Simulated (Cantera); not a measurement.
A Cantera script and its output.

```python
import numpy as np
import cantera as ct

gas = ct.Solution("gri30.yaml")
gas.TPX = 1800, 15, {'CH4': 1, 'H2': 23}
reactor = ct.IdealGasConstPressureReactor(gas, energy="off", clone=False)
net = ct.ReactorNet([reactor])
net.rtol, net.atol = 1e-08, 1e-18
show = ['CH4', 'H2', 'H', 'C2H6', 'C2H4']
times = np.geomspace(0.0002, 100, 13)

steps = ct.SolutionArray(gas, extra=["t"])
rows = []
print(f"{'t/s':>10s}{'T/K':>9s}{'P/Pa':>11s}" + "".join(f"{s:>11s}" for s in show))
for t in times:
    while net.time < t:
        t_next = net.step()
        steps.append(gas.state, t=t_next)
    rows.append([np.interp(t, steps.t, y) for y in (steps.T, steps.P, *steps(*show).X.T)])
    print(f"{t:10.3e}{rows[-1][0]:9.1f}{rows[-1][1]:11.4g}" + "".join(f"{x:11.3e}" for x in rows[-1][2:]))
rate = np.gradient(steps.T, steps.t)
print("integrator steps:", len(steps.t))
if steps.T.max() > steps.T[0] + 200:
    print(f"time of steepest temperature rise: {steps.t[rate.argmax()]:.4e} s")
gas.TPX = 1800, 15, {'CH4': 1, 'H2': 23}
gas.equilibrate("TP")
print(f"equilibrium (TP): T = {gas.T:.1f} K  " + "  ".join(f"{s} {gas[s].X[0]:.3e}" for s in show))
```

It prints:

```
       t/s      T/K       P/Pa        CH4         H2          H       C2H6       C2H4
 2.000e-04   1800.0         15  4.167e-02  9.583e-01  1.162e-07  5.941e-18  1.256e-16
 5.970e-04   1800.0         15  4.167e-02  9.583e-01  3.490e-07  3.351e-16  2.625e-15
 1.782e-03   1800.0         15  4.167e-02  9.583e-01  1.056e-06  1.999e-14  1.148e-13
 5.318e-03   1800.0         15  4.166e-02  9.583e-01  3.214e-06  9.294e-13  5.446e-12
 1.587e-02   1800.0         15  4.166e-02  9.583e-01  9.720e-06  2.856e-11  2.002e-10
 4.738e-02   1800.0         15  4.164e-02  9.583e-01  2.915e-05  5.491e-10  5.984e-09
 1.414e-01   1800.0         15  4.159e-02  9.582e-01  8.716e-05  6.807e-09  1.593e-07
 4.221e-01   1800.0         15  4.142e-02  9.581e-01  2.608e-04  6.327e-08  3.645e-06
 1.260e+00   1800.0         15  4.073e-02  9.577e-01  7.866e-04  4.615e-07  4.905e-05
 3.761e+00   1800.0         15  3.544e-02  9.586e-01  2.137e-03  1.592e-06  1.563e-04
 1.122e+01   1800.0         15  1.814e-02  9.668e-01  3.190e-03  6.749e-07  6.344e-05
 3.350e+01   1800.0         15  5.074e-03  9.729e-01  4.319e-03  7.212e-08  7.541e-06
 1.000e+02   1800.0         15  8.300e-04  9.730e-01  6.603e-03  2.774e-09  6.338e-07
integrator steps: 852
equilibrium (TP): T = 1800.0 K  CH4 1.128e-06  H2 9.516e-01  H 2.872e-02  C2H6 1.207e-14  C2H4 6.532e-08
```

Computed with Cantera and GRI-Mech 3.0 (53 species, 325 reactions). GRI-Mech 3.0 stops at C3 and has no aromatics, soot or wall deposition, so with more carbon than oxygen in the feed, carbon stays in small species such as C2H2 where larger ones or solid carbon would form. Radical loss at walls, strong at low pressure, is not modelled.
